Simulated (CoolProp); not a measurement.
Vapour-liquid equilibrium of ethylbenzene (1) + o-xylene (2) at 0.228 MPa; x and y are mole fractions of (1).

The numbers come from the multi-fluid Helmholtz-energy mixture model, Zhou 2012 and Zhou 2012; pair parameters Bell 2016 in CoolProp.

```tsv
x	bubble temperature, mixture model (K)	bubble temperature, Raoult's law (K)	y, mixture model	y, Raoult's law
0.05	450.6	450.6	0.059	0.060
0.125	449.8	449.9	0.146	0.147
0.2	449.1	449.2	0.231	0.232
0.275	448.4	448.5	0.314	0.315
0.35	447.7	447.8	0.394	0.395
0.425	446.9	447.2	0.472	0.473
0.5	446.2	446.5	0.547	0.548
0.575	445.6	445.9	0.619	0.621
0.65	444.9	445.2	0.690	0.693
0.725	444.3	444.6	0.758	0.762
0.8	443.7	444.0	0.825	0.829
0.875	443.2	443.4	0.891	0.895
0.95	442.7	442.8	0.956	0.959
```

The largest gap from Raoult's law is -0.3 K in bubble temperature, at x = 0.65. No azeotrope shows between x = 0.05 and 0.95.

Pair parameters are fitted to limited data, so mixtures are less certain than the pure fluids.
